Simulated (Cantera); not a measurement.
What does this Cantera script print?

```python
import numpy as np
import cantera as ct

gas = ct.Solution("gri30.yaml")
gas.TPX = 1575, 30000, {'NO': 1, 'N2': 0.71}
reactor = ct.IdealGasConstPressureReactor(gas, energy="off", clone=False)
net = ct.ReactorNet([reactor])
net.rtol, net.atol = 1e-08, 1e-18
show = ['NO', 'NO2', 'O', 'N2O', 'N2', 'O2']
times = np.geomspace(1e-06, 10, 9)

steps = ct.SolutionArray(gas, extra=["t"])
rows = []
print(f"{'t/s':>10s}{'T/K':>9s}{'P/Pa':>11s}" + "".join(f"{s:>11s}" for s in show))
for t in times:
    while net.time < t:
        t_next = net.step()
        steps.append(gas.state, t=t_next)
    rows.append([np.interp(t, steps.t, y) for y in (steps.T, steps.P, *steps(*show).X.T)])
    print(f"{t:10.3e}{rows[-1][0]:9.1f}{rows[-1][1]:11.4g}" + "".join(f"{x:11.3e}" for x in rows[-1][2:]))
rate = np.gradient(steps.T, steps.t)
print("integrator steps:", len(steps.t))
if steps.T.max() > steps.T[0] + 200:
    print(f"time of steepest temperature rise: {steps.t[rate.argmax()]:.4e} s")
gas.TPX = 1575, 30000, {'NO': 1, 'N2': 0.71}
gas.equilibrate("TP")
print(f"equilibrium (TP): T = {gas.T:.1f} K  " + "  ".join(f"{s} {gas[s].X[0]:.3e}" for s in show))
```

It prints:

```
       t/s      T/K       P/Pa         NO        NO2          O        N2O         N2         O2
 1.000e-06   1575.0      3e+04  5.848e-01  1.206e-11  2.358e-09  2.370e-09  4.152e-01  2.354e-14
 7.499e-06   1575.0      3e+04  5.848e-01  6.571e-10  1.712e-08  1.777e-08  4.152e-01  1.283e-12
 5.623e-05   1575.0      3e+04  5.848e-01  3.159e-08  1.018e-07  1.332e-07  4.152e-01  6.222e-11
 4.217e-04   1575.0      3e+04  5.848e-01  7.666e-07  2.364e-07  9.952e-07  4.152e-01  1.803e-09
 3.162e-03   1575.0      3e+04  5.848e-01  7.372e-06  2.933e-07  7.263e-06  4.152e-01  4.579e-08
 2.371e-02   1575.0      3e+04  5.847e-01  5.966e-05  6.734e-07  4.476e-05  4.152e-01  3.840e-06
 1.778e-01   1575.0      3e+04  5.839e-01  1.783e-04  1.403e-06  1.145e-04  4.156e-01  2.768e-04
 1.334e+00   1575.0      3e+04  5.784e-01  2.318e-04  1.767e-06  1.153e-04  4.183e-01  2.981e-03
 1.000e+01   1575.0      3e+04  5.400e-01  4.300e-04  3.262e-06  9.946e-05  4.375e-01  2.197e-02
integrator steps: 738
equilibrium (TP): T = 1575.0 K  NO 1.945e-03  NO2 5.391e-06  O 1.062e-05  N2O 6.058e-08  N2 7.066e-01  O2 2.914e-01
```

Computed with Cantera and GRI-Mech 3.0 (53 species, 325 reactions).
